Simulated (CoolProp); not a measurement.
Computed with CoolProp (reference Helmholtz-energy equation of state, Lemmon and Jacobsen 2000).

Q: Give the vapour pressure (bar), vapour density (kg/m³), enthalpy of vaporisation (kJ/kg), liquid viscosity (µPa s) of saturated R143a at 264.6, 292.9 K.

A: 
```tsv
T (K)	p (bar)	vapour density (kg/m³)	enthalpy of vaporisation (kJ/kg)	liquid viscosity (µPa s)
264.6	4.71	20.7	196	153
292.9	11.0	49.5	166	118
```

Viscosity comes from a separate model (Klein 1997), an estimate that may be off by 10 % or more.
